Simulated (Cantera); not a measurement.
A perfectly stirred reactor is fed with CH3OH : O2 : N2 = 1 : 1 : 3.76 (molar parts), equivalence ratio 1.5, at 0.523 atm; it is adiabatic with a 775 K inlet, and is followed from long to short residence time, starting on the burning branch (τ in s: 0.46, 0.15, 0.052, 0.018, 0.006, 0.002, 0.00068, 0.00023, 7.8e-05).

Detailed kinetics in Cantera: GRI-Mech 3.0 (53 species, 325 reactions). GRI-Mech 3.0 was tuned for natural gas; its chemistry of methanol as a main component is partial and can be far from experiment.

x: mole fraction; the columns are a selection and need not sum to one.

| τ (s) | T (K) | x CH3OH | x O2 | x H | x CO | x CH2 |
|---|---|---|---|---|---|---|
| 0.46 | 2274 | 3.02e-7 | 0.000155 | 0.00366 | 0.0870 | 2.30e-8 |
| 0.15 | 2264 | 7.49e-7 | 0.000252 | 0.00464 | 0.0869 | 5.53e-8 |
| 0.052 | 2244 | 1.63e-6 | 0.000463 | 0.00636 | 0.0867 | 1.21e-7 |
| 0.018 | 2214 | … | … | … | 0.0864 | … |
| 0.0060 | 2172 | … | … | … | 0.0861 | … |
| 0.0020 | 2127 | 1.92e-5 | 0.00256 | 0.0160 | 0.0861 | 1.57e-6 |
| 0.00068 | 2088 | 5.11e-5 | 0.00392 | 0.0184 | 0.0870 | 4.06e-6 |
| 0.00023 | 2048 | 0.000155 | 0.00676 | 0.0187 | 0.0903 | 1.11e-5 |
| 7.8e-5 | 1955 | 0.000668 | 0.0172 | 0.0142 | 0.102 | 3.08e-5 |

**Question.** What belongs in the gaps?

**Answer.** 
- 0.018, x CH3OH: 3.47e-6
- 0.018, x O2: 0.000875
- 0.018, x H: 0.00899
- 0.018, x CH2: 2.68e-7
- 0.0060, x CH3OH: 7.84e-6
- 0.0060, x O2: 0.00158
- 0.0060, x H: 0.0125
- 0.0060, x CH2: 6.36e-7
